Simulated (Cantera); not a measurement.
## Thermodynamics of sublimation and decomposition of ceramics, feed AlN + N2

Charge: 1 mol AlN, 0.12 mol N2, at 1652 °C.

Cantera equilibrium calculation (NASA polynomials, part measured and part estimated; ideal gas, pure solids and liquids). Candidate condensed phases: Al, AlN; 5 gas species. Rates play no part.

From 1.00 Pa to 52.0 Pa nothing is condensed. From 3.70 mbar to 10.0 bar the condensed part is AlN(s). The main Al-bearing gas is Al throughout.

```tsv
P (Pa)	log p N2	log p Al	log p Al2	log p N	n AlN(s)
1	-5.42	-5.21	-10.76	-12.24	0
7.20	-4.56	-4.35	-9.04	-11.81	0
52	-3.70	-3.49	-7.33	-11.38	0
370	-2.44	-4.11	-8.56	-10.75	0.997
2700	-1.57	-4.55	-9.43	-10.32	1.000
19000	-0.72	-4.97	-10.28	-9.89	1.000
140000	0.15	-5.40	-11.15	-9.46	1.00
1000000	1.00	-5.83	<-11	-9.03	1.00
```
log p: log10 of the partial pressure in bar; n: condensed amount in mol.
